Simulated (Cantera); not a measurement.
A closed system holds: 1 mol MgF₂, 5.7 mol H₂, held at 1552 °C and 0.120 bar.

Cantera equilibrium calculation (NASA polynomials, part measured and part estimated; ideal gas, pure solids and liquids). Candidate condensed phases: Mg, MgF₂; 17 gas species. The tables' values for MgH are old estimates; treat these amounts as uncertain. Rates play no part.

Base state: H₂ 0.887, HF 0.0451, MgF₂ 0.0410, Mg 0.0193, MgF 0.00643, H 0.00120, MgH 8.68e-5, Mg₂F₄ 2.92e-5 (mole fractions); condensed: MgF₂(l).

**Question.** What changes in the equilibrium state with this change: MgF₂ replaced by NaI?

**Answer.** 
```json
[
 {"species": "H₂", "before": "0.887", "after": "0.839"},
 {"species": "NaI", "before": "0", "after": "0.136"},
 {"species": "Na", "before": "0", "after": "0.0120"},
 {"species": "HF", "before": "0.0451", "after": "0"},
 {"species": "MgF₂", "before": "0.0410", "after": "0"},
 {"species": "Mg", "before": "0.0193", "after": "0"},
 {"species": "I", "before": "0", "after": "0.00919"},
 {"species": "MgF", "before": "0.00643", "after": "0"},
 {"species": "HI", "before": "0", "after": "0.00287"},
 {"species": "MgH", "before": "8.68e-5", "after": "0"},
 {"species": "MgF₂(l), mol", "before": "0.581", "after": "0"}
]
```
Gases not in the tables: NaBr and NaI dimers. Further candidate phases: I₂, Na, NaI.

**Question.** What changes in the equilibrium state with this change: MgF₂ replaced by CaF₂?

**Answer.** 
| species | before | after |
|---|---|---|
| H₂ | 0.887 | 0.991 |
| CaF₂ | 0 | 0.00398 |
| HF | 0.0451 | 0.00215 |
| MgF₂ | 0.0410 | 0 |
| Mg | 0.0193 | 0 |
| MgF | 0.00643 | 0 |
| CaF | 0 | 0.000962 |
| Ca | 0 | 0.000592 |
| MgF₂(l), mol | 0.581 | 0 |
| CaF₂(l), mol | 0 | 0.968 |
Further candidate phases: Ca, CaF₂.
